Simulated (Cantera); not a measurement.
Mixture: CH3OH : O2 : N2 = 1 : 1.36 : 8.73 (molar parts), at 8.00 bar, adiabatic and at constant pressure. Ignition delay is the time to a rise of 400 K.

Model: GRI-Mech 3.0 (53 species, 325 reactions), integrated in Cantera. GRI-Mech 3.0 was tuned for natural gas; its chemistry of methanol as a main component is partial and can be far from experiment.

Problem. What does this change do: N2 8.73 to 4.5 parts?

Solution. 
| quantity | before | after |
|---|---|---|
| delay at 1200 K | 1.96 ms | 1.66 ms |
| delay at 1300 K | 0.426 ms | 0.356 ms |
| delay at 1400 K | 0.122 ms | 98.7 µs |
| delay at 1500 K | 43.7 µs | 34.1 µs |
| delay at 1600 K | 18.9 µs | 14.0 µs |
| delay at 1700 K | 9.36 µs | 6.64 µs |
| delay at 1800 K | 5.23 µs | 3.47 µs |
| apparent activation energy between 1600 and 1800 K | 150 kJ/mol | 170 kJ/mol |

Problem. What does this change do: pressure from 8.00 bar to 25.0 bar?

Solution. 
```csv
quantity,before,after
delay at 1200 K,1.96 ms,0.889 ms
delay at 1300 K,0.426 ms,0.190 ms
delay at 1400 K,0.122 ms,52.7 µs
delay at 1500 K,43.7 µs,18.4 µs
delay at 1600 K,18.9 µs,7.71 µs
delay at 1700 K,9.36 µs,3.72 µs
delay at 1800 K,5.23 µs,2.00 µs
apparent activation energy between 1600 and 1800 K,150 kJ/mol,160 kJ/mol
```
The pressure lies above the range GRI-Mech 3.0 was tuned for (to about 10 atm).
